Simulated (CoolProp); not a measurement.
A single-stage vapour-compression cycle with neopentane: evaporating at 296.15 K (dew point), condensing at 344.15 K (bubble point), superheat 0 K, subcooling 8 K, compressor efficiency 0.6, no pressure losses. Each further row changes one setting.

The numbers come from the reference Helmholtz-energy equation of state, Lemmon 2006 in CoolProp. It is a short technical equation, of lower accuracy than the large ones.

| case | cooling COP | pressure ratio | discharge temperature (K) | refrigerating effect (kJ/kg) | volumetric capacity (kJ/m³) |
|---|---|---|---|---|---|
| as stated | 3.01 | 3.74 | 344.2 | 208 | 1040 |
| evaporating temperature 301.15 K | 3.52 | 3.19 | 344.2 | 215 | 1260 |
| condensing temperature 339.15 K | 3.49 | 3.32 | 339.1 | 221 | 1110 |
| subcooling 13 K | 3.20 | 3.74 | 344.2 | 221 | 1110 |
| superheat 10 K | 3.08 | 3.74 | 352.7 | 225 | 1090 |
| compressor efficiency 0.5 | 2.51 | 3.74 | 349.0 | 208 | 1040 |

The compression ends wet for: as stated; evaporating temperature 301.15 K; condensing temperature 339.15 K; subcooling 13 K.
